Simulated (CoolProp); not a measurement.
Vapour-liquid equilibrium of p-xylene (1) + n-nonane (2) at 469.9 K; x and y are mole fractions of (1).

The numbers come from the multi-fluid Helmholtz-energy mixture model, Zhou 2012 and Lemmon 2006; pair parameters Bell 2016 in CoolProp.

### Question
Give the bubble pressure and the first vapour's composition at x = 0.05, 0.2, 0.8. Is there an azeotrope?

### Answer
x = 0.05: 302.9 kPa, y = 0.064; x = 0.2: 317.7 kPa, y = 0.242; x = 0.8: 370.1 kPa, y = 0.832. No azeotrope shows between x = 0.05 and 0.95.

The pair parameters rest on a limited set of measurements; away from them the model extrapolates.
